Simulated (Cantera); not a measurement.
A jet of CH4 : O2 : N2 = 0.066 : 0.088 : 0.79 (molar parts), equivalence ratio 1.5 at 300 K and 0.138 atm hits a platinum plate 2.2 cm away at a mass flux of 0.044 kg/m²/s; the plate temperature is set and raised in steps from an oxygen-covered start.

Detailed kinetics in Cantera: Deutschmann's 1995 Pt surface mechanism with GRI-Mech 3.0 gas chemistry. Catalytic surfaces can have several steady states; this one follows from the mechanism file's or the stated starting coverage.

One state of this run: wall x CH4 = 0.00512; wall x O2 = 0.00212; wall x H2O = 0.0948; wall x OH = <1e-8; wall x CO = 0.0651; wall x CO2 = 0.00267; θ free Pt = 0.796; θ H* = 0.00227; θ CO* = 0.164; θ C* = 0.0377. x: mole fraction at the wall; θ: surface coverage.

Problem. Which value of plate T (K) does it belong to?
A) 1150
B) 1050
C) 1000
D) 850

Solution. B, 1050
